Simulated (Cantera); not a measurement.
A closed system holds: 1 mol C₂H₅OH, 0.012 mol NH₃, a varied amount of CO₂, equilibrated at 2025 K and 43.0 bar.

Cantera equilibrium calculation (NASA polynomials, part measured and part estimated; ideal gas, pure solids and liquids). Candidate condensed phases: C, C₆H₆, C₇H₈, C₈H₁₈, H₂O; 136 gas species. The ideal-gas law is rough above about 30 bar. Kinetics and transport are ignored.

log p: log10 of the partial pressure in bar; n: condensed amount in mol.

```
n(CO₂) (mol)  log p H₂  log p CO  log p H₂O  log p CO₂  log p CH₄  log p N₂  n C(graphite)
------------  --------  --------  ---------  ---------  ---------  --------  -------------
0.11              1.48      1.09      -1.40      -2.45      -0.44     -1.30          0.850
0.16              1.47      1.12      -1.39      -2.41      -0.47     -1.31          0.802
0.21              1.46      1.14      -1.38      -2.36      -0.48     -1.32          0.753
0.3               1.44      1.17      -1.36      -2.29      -0.52     -1.34          0.664
0.41              1.42      1.21      -1.34      -2.22      -0.56     -1.36          0.556
0.56              1.39      1.25      -1.33      -2.14      -0.61     -1.38          0.409
0.78              1.36      1.30      -1.32      -2.05        [?]     -1.42          0.192
1.1               1.31      1.34      -0.23      -0.88        [?]     -1.38              0
1.5               1.24      1.35       0.41      -0.15        [?]     -1.41              0
2                 1.14      1.36       0.66       0.20        [?]     -1.44              0
2.8               1.00      1.36       0.82       0.52        [?]     -1.48              0
3.9               0.81      1.35       0.90       0.77        [?]     -1.54              0
```

Problem. Complete the blanks.

Solution. 
- 0.78, log p CH₄: -0.68
- 1.1, log p CH₄: -1.87
- 1.5, log p CH₄: -2.72
- 2, log p CH₄: -3.24
- 2.8, log p CH₄: -3.84
- 3.9, log p CH₄: -4.49
